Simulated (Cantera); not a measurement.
## Equilibrium for halide evaporation, hydrolysis and transport: CaCl2 + H2

Feed: 1 mol CaCl2, 0.41 mol H2, held at 1277 °C.

Cantera equilibrium calculation (NASA polynomials, part measured and part estimated; ideal gas, pure solids and liquids). Candidate condensed phases: Ca, CaCl2; 9 gas species. Equilibrium is a limit: real reactors are often held back by kinetics, nucleation or transport.

From 1.00e-6 bar to 0.00270 bar nothing is condensed. From 0.0190 bar to 1.00 bar the condensed part is CaCl2(l). The main Ca-bearing gas is CaCl2 throughout.

| P (Pa) | log p H2 | log p CaCl2 | log p HCl | log p CaCl | log p H | log p Ca | log p Cl | n CaCl2(l) |
|---|---|---|---|---|---|---|---|---|
| 0.100 | -6.58 | -6.17 | -7.54 | -7.78 | -7.79 | -8.16 | -8.84 | 0 |
| 0.720 | -5.70 | -5.31 | -6.91 | -7.09 | -7.35 | -7.66 | -8.66 | 0 |
| 5.20 | -4.83 | -4.44 | -6.29 | -6.42 | -6.92 | -7.17 | -8.47 | 0 |
| 37 | -3.97 | -3.59 | -5.67 | -5.75 | -6.49 | -6.70 | -8.28 | 0 |
| 270 | -3.11 | -2.72 | -5.03 | -5.09 | -6.06 | -6.24 | -8.08 | 0 |
| 1900 | -1.80 | -2.51 | -4.58 | -4.67 | -5.40 | -5.62 | -8.28 | 0.919 |
| 14000 | -0.86 | -2.51 | -4.32 | -4.46 | -4.93 | -5.19 | -8.49 | 0.991 |
| 100000 | 0.00 | -2.51 | -4.08 | -4.27 | -4.50 | -4.82 | -8.68 | 0.999 |
log p: log10 of the partial pressure in bar; n: condensed amount in mol.
